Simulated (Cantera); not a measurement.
## Adiabatic ignition

An adiabatic, constant-volume homogeneous reactor starts with 20.9 % H2, 16.6 % O2, 62.4 % N2, at 1123 K and 1.01 bar.

Model: the H2/O2 subset of GRI-Mech 3.0, which has no nitrogen chemistry, integrated in Cantera.

| t (s) | T (K) | P (bar) | x H2 | x O2 | x OH | x H2O2 | x HO2 |
|---|---|---|---|---|---|---|---|
| 2.00e-6 | 1123 | 1.01 | 0.209 | 0.166 | 6.59e-11 | <1e-12 | 1.11e-9 |
| 4.51e-6 | 1123 | 1.01 | 0.209 | 0.166 | 2.31e-10 | 3.75e-12 | 2.84e-9 |
| 1.02e-5 | 1123 | 1.01 | 0.209 | 0.166 | 1.22e-9 | 2.43e-11 | 9.71e-9 |
| 2.30e-5 | 1123 | 1.01 | 0.209 | 0.166 | 2.41e-8 | 3.77e-10 | 1.25e-7 |
| 5.18e-5 | 1124 | 1.01 | 0.209 | 0.166 | 1.95e-5 | 3.51e-7 | 5.07e-5 |
| 0.000117 | 2631 | 2.17 | 0.0108 | 0.0638 | 0.0249 | 6.11e-7 | 1.46e-5 |
| 0.000264 | 2700 | 2.22 | 0.00817 | 0.0639 | 0.0228 | 8.26e-7 | 1.67e-5 |
| 0.000595 | 2700 | 2.22 | 0.00817 | 0.0639 | 0.0228 | 8.26e-7 | 1.67e-5 |
| 0.00134 | 2700 | 2.22 | 0.00817 | 0.0639 | 0.0228 | 8.26e-7 | 1.67e-5 |
| 0.00303 | 2700 | 2.22 | 0.00817 | 0.0639 | 0.0228 | 8.26e-7 | 1.67e-5 |
| 0.00684 | 2700 | 2.22 | 0.00817 | 0.0639 | 0.0228 | 8.26e-7 | 1.67e-5 |
| 0.0154 | 2700 | 2.22 | 0.00817 | 0.0639 | 0.0228 | 8.26e-7 | 1.67e-5 |
| 0.0348 | 2700 | 2.22 | 0.00817 | 0.0639 | 0.0228 | 8.26e-7 | 1.67e-5 |
| 0.0786 | 2700 | 2.22 | 0.00817 | 0.0639 | 0.0228 | 8.26e-7 | 1.67e-5 |
| 0.177 | 2700 | 2.22 | 0.00817 | 0.0639 | 0.0228 | 8.26e-7 | 1.67e-5 |
| 0.400 | 2700 | 2.22 | 0.00817 | 0.0639 | 0.0228 | 8.26e-7 | 1.67e-5 |
x: mole fraction; the columns are a selection and need not sum to one.

- time of steepest temperature rise = 72.6 µs
- temperature at 0.400 s = 2700 K
- equilibrium temperature = 2700 K
- x(H2) at 0.400 s = 0.00817 (gas-phase equilibrium 0.00817)
- x(O2) at 0.400 s = 0.0639 (gas-phase equilibrium 0.0639)
- x(OH) at 0.400 s = 0.0228 (gas-phase equilibrium 0.0228)
